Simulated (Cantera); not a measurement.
An isothermal, constant-pressure homogeneous reactor starts with N2O = 1 (molar parts), at 1150 K and 1.00 bar.

Detailed kinetics in Cantera: GRI-Mech 3.0 (53 species, 325 reactions). GRI-Mech 3.0 was tuned for natural gas; its chemistry of N2O as a main component is partial and can be far from experiment. The mechanism lacks the step 2 NO + O2 → 2 NO2, which can matter for NO2 below about 1400 K. The temperature is held fixed by assumption; the heat of reaction is taken as removed at once.

x: mole fraction; the columns are a selection and need not sum to one.

```json
[
 {"t (s)": "2.00e-6", "x N2O": "1.00", "x NO": "4.77e-9", "x O2": "2.55e-8", "x O": "1.88e-7", "x N2": "2.41e-7"},
 {"t (s)": "6.32e-6", "x N2O": "1.000", "x NO": "3.96e-8", "x O2": "2.11e-7", "x O": "4.51e-7", "x N2": "8.93e-7"},
 {"t (s)": "2.00e-5", "x N2O": "1.000", "x NO": "2.46e-7", "x O2": "1.32e-6", "x O": "7.18e-7", "x N2": "3.47e-6"},
 {"t (s)": "6.32e-5", "x N2O": "1.000", "x NO": "1.04e-6", "x O2": "5.54e-6", "x O": "7.63e-7", "x N2": "1.24e-5"},
 {"t (s)": "0.000200", "x N2O": "1.000", "x NO": "3.56e-6", "x O2": "1.90e-5", "x O": "7.63e-7", "x N2": "4.06e-5"},
 {"t (s)": "0.000632", "x N2O": "1.000", "x NO": "[?]", "x O2": "[?]", "x O": "7.63e-7", "x N2": "[?]"},
 {"t (s)": "0.00200", "x N2O": "0.999", "x NO": "3.67e-5", "x O2": "0.000196", "x O": "7.63e-7", "x N2": "0.000412"},
 {"t (s)": "0.00632", "x N2O": "0.998", "x NO": "[?]", "x O2": "[?]", "x O": "7.63e-7", "x N2": "[?]"},
 {"t (s)": "0.0200", "x N2O": "0.994", "x NO": "0.000366", "x O2": "0.00196", "x O": "7.62e-7", "x N2": "0.00411"},
 {"t (s)": "0.0632", "x N2O": "0.980", "x NO": "0.00114", "x O2": "0.00614", "x O": "7.58e-7", "x N2": "0.0129"},
 {"t (s)": "0.200", "x N2O": "0.938", "x NO": "0.00346", "x O2": "0.0188", "x O": "7.43e-7", "x N2": "0.0393"},
 {"t (s)": "0.632", "x N2O": "0.824", "x NO": "0.00974", "x O2": "0.0538", "x O": "6.99e-7", "x N2": "0.113"},
 {"t (s)": "2.00", "x N2O": "0.572", "x NO": "0.0226", "x O2": "0.131", "x O": "5.82e-7", "x N2": "0.274"}
]
```

Some entries are withheld; supply them.


- 0.000632, x NO: 1.15e-5
- 0.000632, x O2: 6.17e-5
- 0.000632, x N2: 0.000130
- 0.00632, x NO: 0.000116
- 0.00632, x O2: 0.000622
- 0.00632, x N2: 0.00130
